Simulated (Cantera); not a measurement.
A closed system holds: 1 mol CH₃SiCl₃, 0.1 mol C₃H₈, 1200 mol H₂, equilibrated at 2198 K and 0.100 bar.

Method: chemical equilibrium by Gibbs-energy minimisation in Cantera with the NASA 1993 tables (ideal gas, pure condensed phases). Candidate condensed phases: C, C₆H₆, C₇H₈, C₈H₁₈, Si, SiC; 109 gas species. The feed counts by its element totals alone. Gases not in the tables: Si₂H₆ and higher silanes. Equilibrium is a limit: real reactors are often held back by kinetics, nucleation or transport.

Base state: H₂ 0.979, H 0.0174, HCl 0.00243, Si 0.000614, C₂H₂ (acetylene) 0.000502, SiH 8.54e-5, SiH₂ 4.91e-5, Cl 3.15e-5 (mole fractions); condensed: gas only.

### Question
What changes in the equilibrium state with this change: H₂ from 1200 to 7.8 mol?

### Answer
| species | before | after |
|---|---|---|
| H₂ | 0.979 | 0.733 |
| HCl | 0.00243 | 0.231 |
| H | 0.0174 | 0.0151 |
| SiCl₂ | 1.98e-6 | 0.0150 |
| SiCl₃ | <1e-9 | 0.000156 |
| Cl | 3.15e-5 | 0.00346 |
| SiCl | 5.94e-6 | 0.000410 |
| C₂H₂ (acetylene) | 0.000502 | 0.00186 |
| C(graphite), mol | 0 | 0.439 |
| SiC(s), mol | 0 | 0.818 |
The tables' values for SiCl, SiCl₃ are old estimates; treat these amounts as uncertain.

### Question
What changes in the equilibrium state with this change: pressure from 0.100 bar to 0.00140 bar?

### Answer
```tsv
species	before	after
H₂	0.979	0.859
H	0.0174	0.138
HCl	0.00243	0.00208
Si	0.000614	0.000743
CH₄	1.14e-5	1.28e-7
SiH₂	4.91e-5	7.29e-7
Si₂C	2.56e-5	5.50e-7
Cl	3.15e-5	0.000243
SiH	8.54e-5	1.14e-5
```

### Question
What changes in the equilibrium state with this change: CH₃SiCl₃ replaced by SiH₄?

### Answer
```json
[
 {"species": "H₂", "before": "0.979", "after": "0.982"},
 {"species": "H", "before": "0.0174", "after": "0.0174"},
 {"species": "Si", "before": "0.000614", "after": "0.000648"},
 {"species": "HCl", "before": "0.00243", "after": "0"},
 {"species": "C₂H₂ (acetylene)", "before": "0.000502", "after": "0.000110"},
 {"species": "Cl", "before": "3.15e-5", "after": "0"},
 {"species": "SiC₂", "before": "1.18e-5", "after": "2.74e-6"}
]
```
